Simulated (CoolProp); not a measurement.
CF4 (R14) at 457.37 K and 2.21 MPa is throttled through a valve to 0.517 MPa with no heat exchange. Each further row changes one setting.

Computed with CoolProp (reference Helmholtz-energy equation of state, Platzer 1990). This equation is an older, rougher fit.

```tsv
case	temperature change (K)	final density (kg/m³)
as stated	___	___
outlet pressure 0.155 MPa	___	___
outlet pressure 0.672 MPa	-3.1	15.7
```

Question: Some entries are withheld; supply them.

Answer: 
- as stated, temperature change (K): -3.4
- as stated, final density (kg/m³): 12.1
- outlet pressure 0.155 MPa, temperature change (K): -4.1
- outlet pressure 0.155 MPa, final density (kg/m³): 3.62
